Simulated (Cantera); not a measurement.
What does this Cantera script print?

```python
import numpy as np
import cantera as ct

gas = ct.Solution("h2o2.yaml")
gas.TPX = 550, 500000, {'H2': 1, 'O2': 0.455, 'N2': 1.27}
flame = ct.FreeFlame(gas, width=0.013)
flame.set_refine_criteria(ratio=3, slope=0.08, curve=0.16)
flame.transport_model = "mixture-averaged"
flame.solve(loglevel=0, auto=True)
z, T = flame.grid, flame.T
thick = (T[-1] - T[0]) / np.gradient(T, z).max()
show = ['H2', 'O2', 'H2O', 'O', 'OH', 'HO2']
print(f"laminar burning velocity  {flame.velocity[0] * 100:.3f} cm/s")
print(f"burnt temperature         {T[-1]:.1f} K")
print(f"thermal thickness         {thick * 1e3:.4f} mm")
print(f"grid points               {len(z)}")
z0 = z[flame.heat_release_rate.argmax()]
print(f"{'z/mm':>9s}{'T/K':>9s}{'u/(m/s)':>9s}" + "".join(f"{s:>11s}" for s in show))
rows = []
for k in (-3, -2, -1.5, -1, -0.5, -0.25, 0, 0.25, 0.5, 1, 2, 4, 8):
    zz = z0 + k * thick
    rows.append([k * thick, np.interp(zz, z, T), np.interp(zz, z, flame.velocity),
                 *(np.interp(zz, z, flame.X[gas.species_index(s)]) for s in show)])
    print(f"{rows[-1][0] * 1e3:9.3f}{rows[-1][1]:9.1f}{rows[-1][2]:9.3f}" + "".join(f"{x:11.3e}" for x in rows[-1][3:]))
```

Result:

```
laminar burning velocity  889.368 cm/s
burnt temperature         2781.7 K
thermal thickness         0.0523 mm
grid points               107
     z/mm      T/K  u/(m/s)         H2         O2        H2O          O         OH        HO2
   -0.157    550.0    8.894  3.670e-01  1.670e-01  5.238e-11  4.175e-13  1.049e-14  1.114e-11
   -0.105    550.0    8.894  3.670e-01  1.670e-01  3.419e-09  3.610e-11  9.078e-13  9.309e-10
   -0.079    550.0    8.893  3.669e-01  1.670e-01  6.378e-08  7.134e-10  1.821e-11  2.067e-08
   -0.052    550.3    8.893  3.666e-01  1.671e-01  1.842e-06  2.083e-08  8.470e-10  7.808e-07
   -0.026    576.7    9.214  3.580e-01  1.687e-01  7.948e-04  6.561e-06  2.878e-05  3.629e-04
   -0.013    879.8   13.507  3.119e-01  1.635e-01  2.687e-02  4.213e-04  1.553e-03  9.726e-04
    0.000   1419.0   20.944  2.082e-01  1.214e-01  1.240e-01  4.835e-03  5.356e-03  4.246e-04
    0.013   1795.9   26.120  1.170e-01  6.077e-02  2.320e-01  1.016e-02  1.400e-02  1.828e-04
    0.026   1993.8   28.776  8.286e-02  3.278e-02  2.791e-01  1.162e-02  2.049e-02  8.583e-05
    0.052   2192.9   31.303  7.155e-02  2.047e-02  3.036e-01  1.032e-02  2.464e-02  4.289e-05
    0.105   2383.4   33.581  6.737e-02  1.539e-02  3.211e-01  7.342e-03  2.497e-02  2.446e-05
    0.209   2550.2   35.486  6.177e-02  1.116e-02  3.389e-01  4.661e-03  2.293e-02  1.389e-05
    0.419   2676.3   36.875  5.579e-02  7.730e-03  3.546e-01  2.838e-03  1.977e-02  8.271e-06
```

Model: the H2/O2 subset of GRI-Mech 3.0, which has no nitrogen chemistry, integrated in Cantera. The hydrogen kinetics of GRI-Mech 3.0 are dated; newer H2 mechanisms differ, most at raised pressure. Burning velocities carry a grid error of a few per cent, more on coarse grids.
